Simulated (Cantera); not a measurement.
A closed system holds: 1 mol CF4, 0.24 mol HCl, 0.42 mol CH4, at 133 Pa.

Cantera equilibrium calculation (NASA polynomials, part measured and part estimated; ideal gas, pure solids and liquids). Candidate condensed phases: C, C6H6, C7H8, C8H18; 118 gas species. Rates play no part. All values below are at 2348 K.

Base state: HF 0.484, F 0.380, CF2 0.0676, Cl 0.0604, CF 0.00752, CF4 0.000371, CF3 0.000299, H 0.000200 (mole fractions); condensed: C(graphite).

### Question
What changes in the equilibrium state with this change: pressure from 133 Pa to 4.70 Pa?

### Answer
| species | before | after |
|---|---|---|
| F | 0.380 | 0.477 |
| HF | 0.484 | 0.448 |
| Cl | 0.0604 | 0.0564 |
| CF2 | 0.0676 | 0.00377 |
| CF4 | 0.000371 | 4.06e-8 |
| CF3 | 0.000299 | 7.38e-7 |
| C3 | 2.99e-5 | 0.000848 |
| C2 | 2.68e-6 | 7.60e-5 |
| C(graphite), mol | 1.12 | 1.35 |

### Question
What changes in the equilibrium state with this change: pressure from 133 Pa to 1.10 Pa?

### Answer
```csv
species,before,after
F,0.380,0.485
HF,0.484,0.426
Cl,0.0604,0.0553
CF2,0.0676,0.000913
H,0.000200,0.0167
CF4,0.000371,<1e-9
CF3,0.000299,4.26e-8
C,1.35e-5,0.00163
"C(graphite), mol",1.12,1.32
```
